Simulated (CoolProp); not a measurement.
A single-stage vapour-compression cycle with the fluid: evaporating at 261.15 K (dew point), condensing at 286.15 K (bubble point), superheat 0 K, subcooling 5 K, compressor efficiency 0.85, no pressure losses. The same conditions are run with several fluids, on thermodynamics alone (safety and materials aside).

Values from CoolProp's reference Helmholtz-energy equation of state of each fluid (R143a: Lemmon and Jacobsen 2000; R115: Lemmon 2016; R404A: Lemmon 2003; R141b: Lemmon 2006; ethane: Bücker 2006; carbon dioxide: Span 1996). Blends and air are pseudo-pure fits.

```json
[
 {"fluid": "R143a", "cooling COP": "8.05", "pressure ratio": "2.18", "discharge temperature (K)": "293.3", "refrigerating effect (kJ/kg)": "169", "volumetric capacity (kJ/m³)": "3130"},
 {"fluid": "R115", "cooling COP": "7.96", "pressure ratio": "2.20", "discharge temperature (K)": "286.2", "refrigerating effect (kJ/kg)": "93.7", "volumetric capacity (kJ/m³)": "2180"},
 {"fluid": "R404A", "cooling COP": "7.83", "pressure ratio": "2.25", "discharge temperature (K)": "292.5", "refrigerating effect (kJ/kg)": "148", "volumetric capacity (kJ/m³)": "3030"},
 {"fluid": "R141b", "cooling COP": "8.50", "pressure ratio": "3.12", "discharge temperature (K)": "298.0", "refrigerating effect (kJ/kg)": "221", "volumetric capacity (kJ/m³)": "190"},
 {"fluid": "ethane", "cooling COP": "6.98", "pressure ratio": "1.83", "discharge temperature (K)": "299.8", "refrigerating effect (kJ/kg)": "274", "volumetric capacity (kJ/m³)": "8960"},
 {"fluid": "carbon dioxide", "cooling COP": "6.92", "pressure ratio": "1.94", "discharge temperature (K)": "311.5", "refrigerating effect (kJ/kg)": "216", "volumetric capacity (kJ/m³)": "14500"}
]
```

The compression ends wet for: R115.
